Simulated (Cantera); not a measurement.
An adiabatic, constant-pressure homogeneous reactor starts with CH4 : H2 : O2 : N2 = 1 : 1.3 : 5.1 : 19.2 (molar parts), at 1225 K and 50000 Pa.

Computed with Cantera and GRI-Mech 3.0 (53 species, 325 reactions).

One state of this run: T (K) = 2286; x CH4 = <1e-12; x H2 = 0.00116; x O2 = 0.0925; x NO2 = 1.18e-7; x CH2O = <1e-12. x: mole fraction; the columns are a selection and need not sum to one.

Which value of t (s) does it belong to?
A. 3.00e-6
B. 6.59e-6
C. 0.00357
D. 0.00162

C, 0.00357
